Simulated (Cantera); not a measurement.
A freely propagating, adiabatic, planar premixed flame of CH₄ : H₂ : O₂ : N₂ = 1 : 0.63 : 2.93 : 11 (molar parts), equivalence ratio 0.79, unburnt at 400 K and 10.0 bar; mixture-averaged transport, grid criteria slope 0.08 and curve 0.16, no radiation.

Cantera simulation using GRI-Mech 3.0 (53 species, 325 reactions); the numbers are that mechanism's predictions, not measurements. Burning velocities carry a grid error of a few per cent, more on coarse grids.

**Question.** Predict: laminar burning velocity; thermal thickness; peak x(O); peak x(H).

**Answer.** laminar burning velocity: 20.9 cm/s
thermal thickness: 0.0921 mm
peak x(O): 0.000743
peak x(H): 0.000523
